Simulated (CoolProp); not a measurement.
n-nonane at 507.2 K and 1.07 MPa is throttled through a valve to 0.376 MPa with no heat exchange. Each further row changes one setting.

Computed with CoolProp (reference Helmholtz-energy equation of state, Lemmon 2006). It is a short technical equation, of lower accuracy than the large ones.

```tsv
case	temperature change (K)	final phase	final density (kg/m³)
as stated	(withheld)	(withheld)	41.6
outlet pressure 0.113 MPa	-79.1	two-phase, vapour fraction 0.815	(withheld)
outlet pressure 0.489 MPa	-11.9	two-phase, vapour fraction 0.158	98.6
```

Problem. What belongs in the gaps?

Solution. 
- as stated, temperature change (K): -25.7
- as stated, final phase: two-phase, vapour fraction 0.322
- outlet pressure 0.113 MPa, final density (kg/m³): 5.33
